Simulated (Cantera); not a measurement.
**Si2Cl6 + NH3 + H2 (silicon nitride deposition)**

Input: 1 mol Si2Cl6, 0.59 mol NH3, 34 mol H2, equilibrated at 80.0 mbar.

Equilibrium computed with Cantera from the NASA thermochemical tables; the gas is ideal and each condensed phase is pure. Candidate condensed phases: NH4Cl, Si, Si3N4; 28 gas species. The feed counts by its element totals alone. Mutual solubility and eutectic melting of coexisting phases are not modelled. The tables' values for SiCl3 are old estimates; treat these amounts as uncertain. Equilibrium is a limit: real reactors are often held back by kinetics, nucleation or transport.

From 823 K to 873 K the condensed part is Si3N4(s). From 923 K to 1373 K the condensed part is Si(s) + Si3N4(s). The main Si-bearing gas is SiCl4 at 823 K and SiCl2 at 1373 K.

```tsv
T (K)	x H2	x HCl	x SiCl4	x SiCl2	x SiHCl3	x SiCl3	n Si3N4(s)	n Si(s)
823	0.953	0.00390	0.0329	3.98e-6	0.00970	3.82e-5	0.147	0
873	0.951	0.00571	0.0312	2.19e-5	0.0112	0.000108	0.147	0
923	0.949	0.00804	0.0295	9.78e-5	0.0124	0.000267	0.147	0.00422
973	0.946	0.0128	0.0284	0.000277	0.0118	0.000523	0.147	0.0467
1023	0.941	0.0192	0.0267	0.000696	0.0111	0.000938	0.147	0.101
1073	0.934	0.0275	0.0243	0.00157	0.0101	0.00155	0.147	0.164
1123	0.926	0.0375	0.0212	0.00321	0.00897	0.00234	0.147	0.230
1173	0.917	0.0488	0.0172	0.00590	0.00755	0.00321	0.147	0.291
1223	0.907	0.0604	0.0128	0.00979	0.00594	0.00397	0.147	0.337
1273	0.897	0.0710	0.00852	0.0145	0.00430	0.00435	0.147	0.362
1323	0.889	0.0794	0.00502	0.0194	0.00285	0.00422	0.147	0.368
1373	0.883	0.0850	0.00266	0.0236	0.00175	0.00368	0.147	0.362
```
x: gas mole fraction; n: condensed amount in mol.
